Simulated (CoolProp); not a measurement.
Saturation properties of fluoroethane (R161) (Tc = 375.2 K, pc = 50.10 bar, ω = 0.216).

Values from CoolProp's reference Helmholtz-energy equation of state, Wu 2012.

| T (K) | p (bar) | liquid density (kg/m³) | enthalpy of vaporisation (kJ/kg) |
|---|---|---|---|
| 195.5 | 0.1029 | (withheld) | 465.2 |
| 202.6 | 0.1667 | (withheld) | 458.2 |
| 209.7 | 0.2599 | 853.2 | 451.3 |
| 216.7 | 0.3896 | 843.9 | 444.3 |
| 223.8 | 0.5703 | 834.2 | 437.2 |
| 230.9 | 0.8125 | 824.4 | 429.9 |
| 238 | 1.130 | (withheld) | 422.3 |
| 245.1 | (withheld) | 803.9 | 414.4 |
| 252.1 | 2.045 | 793.4 | 406.2 |
| 259.2 | 2.682 | 782.3 | 397.5 |
| 266.3 | (withheld) | 770.7 | 388.3 |
| 273.4 | (withheld) | 758.6 | 378.6 |
| 280.5 | 5.527 | 745.9 | 368.4 |

### Question
Complete the blanks.

### Answer

- 195.5, liquid density (kg/m³): 871.9
- 202.6, liquid density (kg/m³): 862.6
- 238, liquid density (kg/m³): 814.3
- 245.1, p (bar): 1.538
- 266.3, p (bar): 3.462
- 273.4, p (bar): 4.404

It boils at 235.6 K under 1 atm.
